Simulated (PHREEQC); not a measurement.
Dissolve 0.0048 mol/kgw NH4BF4, 0.023 mol/kgw LiOH and 0.0011 mol/kgw Li2CO3 at 20 °C. Closed to the air; pH follows from the charge balance.

Equilibrium calculation in PHREEQC: ion-association model, wateq4f.dat.

```csv
quantity,before,after
pH,10.40,11.30
ionic strength (mol/kgw),0.0264,0.0263
CO3-2 (mol/kgw),0.000686,0.00102
HCO3- (mol/kgw),0.000414,7.88e-5
```

Problem. What was changed between the two runs?
A) NH4BF4 from 0.0048 to 0.00432 mol/kgw
B) Li2CO3 from 0.0011 to 0.00022 mol/kgw
C) NH4BF4 replaced by LiF at the same molality
D) LiOH from 0.023 to 0.0207 mol/kgw

Solution. A, NH4BF4 from 0.0048 to 0.00432 mol/kgw

No solid was allowed to form. Real BF4- forms and hydrolyses slowly; the run takes it at equilibrium.
